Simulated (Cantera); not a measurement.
Cantera with NASA thermochemical tables; ideal gases at 1 bar, condensed phases pure. Values are per mole of reaction as written; species without (g) are pure solids or liquids, kept so even where they would boil at 1 bar.

Question: Between 300 and 525 K, where is each reaction favourable under standard conditions?
- HCl(g) + TiCl₃ ⇌ H(g) + TiCl₄

Answer: 
- HCl(g) + TiCl₃ ⇌ H(g) + TiCl₄: ΔG° is 216 kJ at 300 K and 204 kJ at 525 K; it stays positive (K < 1). ΔH° is 237 kJ and ΔS° 62 J/K at 525 K.
